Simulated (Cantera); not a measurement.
What does this Cantera script print?

```python
import numpy as np
import cantera as ct

gas = ct.Solution("gri30.yaml")
gas.TPX = 1723, 101325, {'CH4': 1, 'CO2': 2.9}
inlet = ct.Reservoir(gas, clone=True)

reactor = ct.IdealGasConstPressureReactor(gas, energy="off", clone=False)
exhaust = ct.Reservoir(gas, clone=True)
tau = [23, 3.9, 0.67, 0.12, 0.02, 0.0034, 0.00059][0]
for a, b in ((inlet, reactor), (reactor, exhaust)):
    ct.MassFlowController(a, b, mdot=lambda t: reactor.mass / tau)
net = ct.ReactorNet([reactor])
show = ['CH4', 'CO2', 'H2O', 'CH2O', 'HCO']

rows = []
print(f"{'tau/s':>10s}{'T/K':>9s}" + "".join(f"{s:>11s}" for s in show))
for tau in [23, 3.9, 0.67, 0.12, 0.02, 0.0034, 0.00059]:
    net.initial_time = 0.0
    net.advance(30 * tau)
    before = gas.X
    net.advance(40 * tau)
    drift = np.max(np.abs(gas.X - before) / (gas.X + 1e-9))
    rows.append([gas.T, *gas[show].X, drift])
    print(f"{tau:10.3e}{gas.T:9.1f}" + "".join(f"{x:11.3e}" for x in gas[show].X))
```

It prints:

```
     tau/s      T/K        CH4        CO2        H2O       CH2O        HCO
 2.300e+01   1723.0  1.776e-03  1.532e-01  1.728e-01  3.183e-07  2.733e-08
 3.900e+00   1723.0  5.795e-03  1.651e-01  1.769e-01  1.137e-06  2.668e-08
 6.700e-01   1723.0  1.409e-02  2.077e-01  1.898e-01  4.351e-06  2.477e-08
 1.200e-01   1723.0  3.021e-02  3.047e-01  1.969e-01  1.667e-05  2.624e-08
 2.000e-02   1723.0  8.085e-02  4.809e-01  1.364e-01  3.705e-05  3.691e-08
 3.400e-03   1723.0  1.741e-01  6.647e-01  3.075e-02  4.770e-05  5.225e-08
 5.900e-04   1723.0  2.354e-01  7.326e-01  2.179e-03  4.884e-05  4.441e-08
```

Model: GRI-Mech 3.0 (53 species, 325 reactions), integrated in Cantera.
